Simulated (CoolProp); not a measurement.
R1224YDZ along the isotherm 279.5 K: Z from the reference equation and from simpler models built on Tc = 428.7 K, pc = 3.334 MPa, ω = 0.325; each cubic takes its own stable root.

Model: reference Helmholtz-energy equation of state, Akasaka 2023, in CoolProp.

| p (MPa) | phase | reference |
|---|---|---|
| 0.758 | liquid | 0.03430 |
| 1.52 | liquid | 0.06868 |
| 2.27 | liquid | 0.1024 |
| 3.03 | liquid | 0.1365 |
| 3.79 | liquid | 0.1705 |
| 4.55 | liquid | 0.2044 |
| 5.3 | liquid | 0.2377 |
| 6.06 | liquid | 0.2714 |
| 6.82 | liquid | 0.3050 |
| 7.58 | liquid | 0.3385 |
| 8.34 | liquid | 0.3720 |

Q: How far does each simpler model (Redlich-Kwong, Peng-Robinson) lie from the reference over these 11 states: mean and median of the absolute difference, and the worst?

A: 
- Redlich-Kwong: mean 15.6 %, median 15.6 %, worst +16.8 % at 279.5 K and 0.758 MPa
- Peng-Robinson: mean 1.4 %, median 1.5 %, worst -1.6 % at 279.5 K and 8.34 MPa
